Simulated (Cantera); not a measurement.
A closed system holds: 1 mol HI, 0.13 mol H2, 0.042 mol O2, at 2.60 bar.

Equilibrium computed with Cantera from the NASA thermochemical tables; the gas is ideal and each condensed phase is pure. Candidate condensed phases: H2O, I2; 12 gas species. Kinetics and transport are ignored. All values below are at 1500 K.

Base state: HI 0.470, H2 0.201, I 0.196, H2O 0.0670, I2 0.0661 (mole fractions); condensed: gas only.

Problem. What changes in the equilibrium state with this change: HI replaced by HBr?

Solution. 
```csv
species,before,after
HBr,0,0.877
H2O,0.0670,0.0742
H2,0.201,0.0435
HI,0.470,0
I,0.196,0
I2,0.0661,0
Br,0,0.00461
Br2,0,0.000618
```
Further candidate phases: Br2.
